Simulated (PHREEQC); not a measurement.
# Acid mine or pickling water (model solution)

Model water analysis in mg/L, 25 °C, pH 3.73, pe 9:

| constituent | mg/L |
|---|---|
| Na | 180 |
| K | 4.82 |
| Ca | 98.8 |
| Mg | 40 |
| Cl | 233 |
| S(6) as SO4 | 476 |
| O(0) (dissolved oxygen) | 0.0626 |
| B | 0.581 |
| P as PO4 | 0.205 |

Valence states are taken as typed.

Equilibrium calculation in PHREEQC: ion-association model, phreeqc.dat.

Precipitation was switched off in this run.

Predict the ionic strength, charge-balance error.

ionic strength 0.0219 mol/kgw; charge-balance error -0.2 %.

In which forms is P present?

H2PO4- 93 %, CaH2PO4+ 2.7 %, MgH2PO4+ 2.2 %, H3PO4 2.2 % of the P.

Complexes and solids missing from the database can't appear.
